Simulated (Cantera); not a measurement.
Feed: 1 mol SiHCl3, 0.13 mol NH3, 55 mol H2, held at 725 °C and 0.660 bar.

These are equilibrium values from Cantera (NASA tables, ideal gas, pure condensed phases), not measurements of a reactor. Candidate condensed phases: NH4Cl, Si, Si3N4; 28 gas species. The tables' values for SiCl3 are old estimates; treat these amounts as uncertain. Equilibrium is a limit: real reactors are often held back by kinetics, nucleation or transport.

Base state: H2 0.980, HCl 0.00653, SiHCl3 0.00651, SiCl4 0.00626, SiH2Cl2 0.000728, SiCl3 0.000137, SiCl2 7.38e-5, SiH3Cl 2.08e-5 (mole fractions); condensed: Si(s) + Si3N4(s).

Question: What changes in the equilibrium state with this change: temperature from 725 °C to 1427 °C?

Answer: 
| species | before | after |
|---|---|---|
| H2 | 0.980 | 0.953 |
| HCl | 0.00653 | 0.0398 |
| SiCl2 | 7.38e-5 | 0.00595 |
| SiHCl3 | 0.00651 | 3.86e-5 |
| N2 | <1e-9 | 0.00113 |
| H | 2.62e-9 | 0.000177 |
| Si(s), mol | 0.127 | 0 |
| Si3N4(s), mol | 0.0325 | 0 |
| Si(l), mol | 0 | 0.644 |
Gases not in the tables: Si2H6 and higher silanes.

Question: What changes in the equilibrium state with this change: H2 from 55 to 13 mol?

Answer: 
```json
[
 {"species": "H2", "before": "0.980", "after": "0.934"},
 {"species": "SiCl4", "before": "0.00626", "after": "0.0322"},
 {"species": "SiHCl3", "before": "0.00651", "after": "0.0217"},
 {"species": "SiCl3", "before": "0.000137", "after": "0.000469"},
 {"species": "SiCl2", "before": "7.38e-5", "after": "0.000167"},
 {"species": "SiH2Cl2", "before": "0.000728", "after": "0.00157"},
 {"species": "Si(s), mol", "before": "0.127", "after": "0.0944"},
 {"species": "Si3N4(s), mol", "before": "0.0325", "after": "0.0325"}
]
```
